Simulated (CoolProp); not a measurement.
Values from CoolProp's reference Helmholtz-energy equation of state, Gedanitz 2015.

Problem. For cyclopentane, give the phase and the density (kg/m³), Joule-Thomson coefficient (K/MPa), isothermal compressibility (1/MPa), conductivity (mW/(m K)) at 276.85 °C and 4.17 MPa; 276.85 °C and 8.33 MPa; 276.85 °C and 11.5 MPa.

Solution. 
- 276.85 °C and 4.17 MPa: gas; density 91.7, Joule-Thomson coefficient 8.45, isothermal compressibility 0.371, conductivity 54.9
- 276.85 °C and 8.33 MPa: supercritical; density 357, Joule-Thomson coefficient 3.82, isothermal compressibility 0.127, conductivity 70.0
- 276.85 °C and 11.5 MPa: supercritical; density 435, Joule-Thomson coefficient 1.20, isothermal compressibility 0.0328, conductivity 73.2

Thermal conductivity comes from a separate model (Vassiliou 2015).
